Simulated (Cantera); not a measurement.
What does this Cantera script print?

```python
import numpy as np
import cantera as ct

gas_names = """
    C CH CH2 CH3 CH2OH CH3O CH4 CH3OH CO CO2 COOH C2 C2H CHCO,ketyl C2H2,acetylene C2H2,vinylidene
    CH2CO,ketene C2H3,vinyl CH3CO,acetyl C2H4 C2H4O,ethylen CH3CHO,ethanal CH3COOH (HCOOH)2 C2H5 C2H6
    CH3OCH3 C2H5OH C2O C3 C3H3,propargyl C3H4,allene C3H4,propyne C3H4,cyclo- C3H5,allyl C3H6,propylene
    C3H6,cyclo- C3H6O C3H7,n-propyl C3H7,i-propyl C3H8 C3H8O,1propanol C3H8O,2propanol C3O2 C4 C4H2
    C4H4,1,3-cyclo- C4H6,butadiene C4H6,2-butyne C4H6,cyclo- C4H8,1-butene C4H8,cis2-buten
    C4H8,tr2-butene C4H8,isobutene C4H8,cyclo- (CH3COOH)2 C4H9,n-butyl C4H9,i-butyl C4H9,s-butyl
    C4H9,t-butyl C4H10,isobutane C4H10,n-butane C5 C5H6,1,3cyclo- C5H8,cyclo- C5H10,1-pentene
    C5H10,cyclo- C5H11,pentyl C5H11,t-pentyl C5H12,n-pentane C5H12,i-pentane CH3C(CH3)2CH3 C6H2
    C6H5,phenyl C6H5O,phenoxy C6H6 C6H5OH,phenol C6H10,cyclo- C6H12,1-hexene C6H12,cyclo- C6H13,n-hexyl
    C7H7,benzyl C7H8 C7H8O,cresol C7H14,1-heptene C7H15,n-heptyl C7H16,n-heptane C8H8,styrene
    C8H10,ethylbenz C8H16,1-octene C8H17,n-octyl C8H18,isooctane C8H18,n-octane C9H19,n-nonyl
    C10H8,naphthale C10H21,n-decyl C12H9,o-bipheny C12H10,bipheny H HCO HO2 H2 HCHO,formaldehy HCOOH H2O
    H2O2 O OH O2 O3 Ta TaO TaO2
""".split()
cond_names = """
    C(gr) C6H6(L) C7H8(L) C8H18(L),n-octa H2O(s) H2O(L) Ta(cr) Ta(L) TaC(s) TaC(L) Ta2O5(s) Ta2O5(L)
""".split()


def load(file, names, dense=False):
    # The tables refer to 1 bar. Condensed volumes are neglected.
    table = {s.name: s for s in ct.Species.list_from_file(file)}
    out = []
    for n in names:
        d = dict(table[n].input_data)
        d["thermo"] = dict(d["thermo"], **{"reference-pressure": 1e5})
        if dense:
            d["equation-of-state"] = {"model": "constant-volume", "density": "1e6 g/cm^3"}
        out.append(ct.Species.from_dict(d))
    return out


gas = ct.Solution(thermo="ideal-gas", species=load("nasa_gas.yaml", gas_names))
cond = {s.name: ct.Solution(thermo="fixed-stoichiometry", species=[s], name=s.name)
        for s in load("nasa_condensed.yaml", cond_names, dense=True)}
atoms = {
    'Ta(OEt)5': {'Ta': 1, 'C': 10, 'H': 25, 'O': 5},
    'CH4': {'C': 1, 'H': 4},
    'H2': {'H': 2},
}
top_T = {'C(gr)': 4500}  # K; cautious upper limits of use, not melting points


def equilibrate(T, P, feed):
    n = {}
    for name, mol in feed.items():
        for a, k in atoms[name].items():
            n[a] = n.get(a, 0.0) + k * mol
    gas.TPX = T, P, n
    mass = sum(n.values()) * gas.mean_molecular_weight
    gas.equilibrate("TP")
    valid = [c for c in cond.values() if c.min_temp <= T <= top_T.get(c.name, c.max_temp)]
    mix = ct.Mixture([(gas, mass / gas.mean_molecular_weight)] + [(c, 0.0) for c in valid])
    mix.T, mix.P = T, P
    mix.equilibrate("TP", solver="vcs", rtol=1e-11, max_steps=5000)
    return mix


results = []
feed = {'Ta(OEt)5': 1, 'CH4': 2.3, 'H2': 72}  # mol
P = 190000  # Pa
for T in [1223, 1323, 1423, 1523, 1623, 1723, 1823]:
    mix = equilibrate(T, P, feed)
    results.append((T, P, feed, dict(zip(mix.species_names, mix.species_moles))))

top = {s: max(r[3][s] / sum(r[3][g] for g in gas_names) for r in results) for s in gas_names}
cols = sorted((s for s in top if top[s] > 1e-05), key=lambda s: -top[s])[:5]
seen = [c for c in cond_names if any(r[3].get(c, 0) > 1e-12 for r in results)]
print("log10 of partial pressures in bar; condensed amounts in mol")
print(f"{'T/K':>10s}" + "".join(f"{s[:9]:>10s}" for s in cols + seen))
for T, P, feed, n in results:
    ng = sum(n[g] for g in gas_names)
    print(f"{T:10.4g}" + "".join(f"{np.log10(max(n[s] / ng * P / 1e5, 1e-99)):10.3f}" for s in cols)
          + "".join(f"{n.get(c, 0):10.4g}" for c in seen))
```

Output:

```
log10 of partial pressures in bar; condensed amounts in mol
       T/K        H2        CO       CH4       H2O         H     C(gr)    TaC(s)  Ta2O5(s)
      1223     0.251    -1.130    -1.374    -2.576    -6.397     6.274    0.4686    0.2657
      1323     0.250    -0.997    -1.669    -2.882    -5.675     5.316         1         0
      1423     0.252    -0.995    -1.915    -3.254    -5.052     5.729         1         0
      1523     0.253    -0.995    -2.131    -3.578    -4.510     5.946         1         0
      1623     0.254    -0.995    -2.321    -3.862    -4.034     6.064         1         0
      1723     0.254    -0.995    -2.489    -4.113    -3.612     6.126         1         0
      1823     0.254    -0.996    -2.638    -4.335    -3.236     6.149         1         0
```

Method: chemical equilibrium by Gibbs-energy minimisation in Cantera with the NASA 1993 tables (ideal gas, pure condensed phases). The feed counts by its element totals alone. Mutual solubility and eutectic melting of coexisting phases are not modelled. TaC: taken at fixed stoichiometry. Condensed phases not in the tables: Ta2C.
